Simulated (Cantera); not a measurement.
# Carbon deposition, reforming and gasification: C₆H₆ + H₂ + N₂

Feed: 1 mol C₆H₆, 1.4 mol H₂, 0.83 mol N₂, at 1.00 bar.

Equilibrium computed with Cantera from the NASA thermochemical tables; the gas is ideal and each condensed phase is pure. Candidate condensed phases: C, C₆H₆, C₇H₈, C₈H₁₈; 92 gas species. Kinetics and transport are ignored.

```json
[
 {"T (°C)": "1402", "log p H₂": "-0.08", "log p N₂": "-0.80", "log p HCN": "-2.93", "log p H": "-3.97", "n C(graphite)": "5.99"},
 {"T (°C)": "1477", "log p H₂": "-0.08", "log p N₂": "-0.80", "log p HCN": "-2.76", "log p H": "-3.67", "n C(graphite)": "5.99"},
 {"T (°C)": "1552", "log p H₂": "-0.08", "log p N₂": "-0.80", "log p HCN": "-2.60", "log p H": "-3.39", "n C(graphite)": "5.98"},
 {"T (°C)": "1627", "log p H₂": "-0.08", "log p N₂": "-0.80", "log p HCN": "-2.45", "log p H": "-3.14", "n C(graphite)": "5.98"},
 {"T (°C)": "1702", "log p H₂": "-0.08", "log p N₂": "-0.81", "log p HCN": "-2.32", "log p H": "-2.90", "n C(graphite)": "5.97"},
 {"T (°C)": "1777", "log p H₂": "-0.08", "log p N₂": "-0.81", "log p HCN": "-2.19", "log p H": "-2.68", "n C(graphite)": "5.95"},
 {"T (°C)": "1852", "log p H₂": "-0.08", "log p N₂": "-0.81", "log p HCN": "-2.08", "log p H": "-2.48", "n C(graphite)": "5.94"},
 {"T (°C)": "1927", "log p H₂": "-0.08", "log p N₂": "-0.82", "log p HCN": "-1.97", "log p H": "-2.29", "n C(graphite)": "5.92"},
 {"T (°C)": "2002", "log p H₂": "-0.08", "log p N₂": "-0.82", "log p HCN": "-1.87", "log p H": "-2.11", "n C(graphite)": "5.89"},
 {"T (°C)": "2077", "log p H₂": "-0.09", "log p N₂": "-0.83", "log p HCN": "-1.78", "log p H": "-1.95", "n C(graphite)": "5.86"},
 {"T (°C)": "2152", "log p H₂": "-0.09", "log p N₂": "-0.83", "log p HCN": "-1.70", "log p H": "-1.79", "n C(graphite)": "5.81"},
 {"T (°C)": "2227", "log p H₂": "-0.10", "log p N₂": "-0.84", "log p HCN": "-1.62", "log p H": "-1.65", "n C(graphite)": "5.76"}
]
```
log p: log10 of the partial pressure in bar; n: condensed amount in mol.

From 1402 °C to 2227 °C the condensed part is C(graphite). The main C-bearing gas is HCN throughout.
